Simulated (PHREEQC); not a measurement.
Synthetic water in mg/L, 20 °C, pH 2.54, pe 9.6:

```json
[
 {"constituent": "Na", "mg/L": "169"},
 {"constituent": "K", "mg/L": "0.49"},
 {"constituent": "Ca", "mg/L": "121"},
 {"constituent": "Mg", "mg/L": "25.8"},
 {"constituent": "Cl", "mg/L": "172"},
 {"constituent": "S(6) as SO4", "mg/L": "782"},
 {"constituent": "Cu(2)", "mg/L": "18.3"}
]
```

Na is adjusted to close the charge balance.
Valence states are taken as typed.

Computed with PHREEQC (ion-association model, wateq4f.dat).

Each row changes one thing in this solution. No solid was allowed to form.

| case | ionic strength (mol/kgw) | SO4-2 (mol/kgw) | Ca+2 (mol/kgw) | HSO4- (mol/kgw) | Mg+2 (mol/kgw) | CaSO4 (mol/kgw) | SI of Gypsum (CaSO4:2H2O) | SI of Halite (NaCl) |
|---|---|---|---|---|---|---|---|---|
| as made | 0.0270 | 0.00593 | 0.00225 | 0.000952 | 0.000775 | 0.000761 | -0.81 | -6.12 |
| all concentrations times 4 at the same typed pH | 0.0997 | 0.0217 | 0.00754 | 0.00264 | 0.00255 | 0.00451 | -0.04 | -4.88 |
| Cu(2) from 18.3 to 9.15 mg/L | 0.0270 | 0.00596 | 0.00225 | 0.000956 | 0.000774 | 0.000764 | -0.81 | -6.10 |

Species that the database lacks are ignored.
